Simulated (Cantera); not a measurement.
Input: 1 mol AlCl3, 7.5 mol N2, 850 mol H2, at 1.00 Torr.

Equilibrium computed with Cantera from the NASA thermochemical tables; the gas is ideal and each condensed phase is pure. Candidate condensed phases: Al, AlCl3, AlN, NH4Cl; 20 gas species. Rates play no part.

### Question
At 1498 K, list the 5 most abundant gas species with their mole fractions, and the condensed phases.

### Answer
H2 0.987, N2 0.00872, HCl 0.00232, AlCl 0.00116, H 0.000468. Condensed: gas only.
